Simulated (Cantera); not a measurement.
Cantera run:

```python
import numpy as np
import cantera as ct

gas_names = """
    C CO CO2 C2 C2O C3 C3O2 C4 C5 Fe FeC5O5 FeO O O2 O3
""".split()
cond_names = """
    C(gr) Fe(a) Fe(c) Fe(d) Fe(L) FeC5O5(L) FeO(s) FeO(L) Fe2O3(s) Fe3O4(s)
""".split()


# ... load() reads the species with a 1 bar reference pressure and builds the phases ...
atoms = {
    'Fe3O4': {'Fe': 3, 'O': 4},
    'CO': {'C': 1, 'O': 1},
}
top_T = {'C(gr)': 4500, 'Fe2O3(s)': 1830, 'Fe3O4(s)': 1870}  # K; cautious upper limits of use, not melting points


# ... equilibrate(T, P, feed) seeds the gas with the atoms and calls Mixture.equilibrate('TP', solver="vcs", rtol=1e-11, max_steps=5000) ...
results = []
T = 1623  # K
P = 100000  # Pa
for m in [0.53, 0.87, 1.4, 2.4, 4, 6.6, 11, 18]:
    feed = {'Fe3O4': 1, 'CO': m}  # mol
    mix = equilibrate(T, P, feed)
    results.append((T, P, feed, dict(zip(mix.species_names, mix.species_moles))))

top = {s: max(r[3][s] / sum(r[3][g] for g in gas_names) for r in results) for s in gas_names}
cols = sorted((s for s in top if top[s] > 0.001), key=lambda s: -top[s])[:8]
seen = [c for c in cond_names if any(r[3].get(c, 0) > 1e-12 for r in results)]
print("log10 of partial pressures in bar; condensed amounts in mol")
print(f"{'n(CO)':>10s}" + "".join(f"{s[:9]:>10s}" for s in cols + seen))
for T, P, feed, n in results:
    ng = sum(n[g] for g in gas_names)
    print(f"{feed['CO']:10.4g}" + "".join(f"{np.log10(max(n[s] / ng * P / 1e5, 1e-99)):10.3f}" for s in cols)
          + "".join(f"{n.get(c, 0):10.4g}" for c in seen))
```

Result:

```
log10 of partial pressures in bar; condensed amounts in mol
     n(CO)       CO2        CO     Fe(c)    FeO(s)  Fe3O4(s)
      0.53    -0.021    -1.333         0     1.516    0.4946
      0.87    -0.021    -1.333         0     2.489    0.1705
       1.4    -0.146    -0.544         0         3         0
       2.4    -0.380    -0.234         0         3         0
         4    -0.602    -0.125         0         3         0
       6.6    -0.820    -0.071         0         3         0
        11    -0.884    -0.061    0.4382     2.562         0
        18    -0.884    -0.061     1.353     1.647         0
```

Method: chemical equilibrium by Gibbs-energy minimisation in Cantera with the NASA 1993 tables (ideal gas, pure condensed phases). Mutual solubility and eutectic melting of coexisting phases are not modelled. The tables' stoichiometric FeO is somewhat more stable than real wüstite, so its field is too wide. FeO: taken at fixed stoichiometry.
